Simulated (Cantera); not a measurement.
Feed: 1 mol SiH2Cl2, 1.7 mol HCl, 150 mol H2, at 120000 Pa.

These are equilibrium values from Cantera (NASA tables, ideal gas, pure condensed phases), not measurements of a reactor. Candidate condensed phases: Si; 19 gas species. The tables' values for SiCl3 are old estimates; treat these amounts as uncertain. Gases not in the tables: Si2H6 and higher silanes. Rates play no part.

At 1823 K, list the 4 most abundant gas species with their mole fractions, and the condensed phases.

H2 0.977, HCl 0.0212, SiCl2 0.00138, H 0.000391. Condensed: Si(l).
